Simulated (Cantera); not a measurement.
Input: 1 mol SiH4, 0.21 mol N2, held at 1300 °C and 0.340 bar.

Cantera equilibrium calculation (NASA polynomials, part measured and part estimated; ideal gas, pure solids and liquids). Candidate condensed phases: Si, Si3N4; 18 gas species. Mutual solubility and eutectic melting of coexisting phases are not modelled. Kinetics and transport are ignored.

Base state: H2 0.999, N2 0.000549, H 6.98e-5 (mole fractions); condensed: Si(s) + Si3N4(s).

Problem. What changes in the equilibrium state with this change: 1.2 mol O2 added?

Solution. 
| species | before | after |
|---|---|---|
| H2 | 0.999 | 0.724 |
| H2O | 0 | 0.181 |
| N2 | 0.000549 | 0.0950 |
| H | 6.98e-5 | 5.94e-5 |
| Si(s), mol | 0.687 | 0 |
| Si3N4(s), mol | 0.104 | 0 |
| SiO2(β-quartz), mol | 0 | 1.00 |
The tables hold silica as quartz up to 1696 K and as liquid above; real silica turns to tridymite and cristobalite and melts near 1996 K. Gases not in the tables: Si(OH)4. Further candidate phases: H2O, SiO2, Si2N2O.
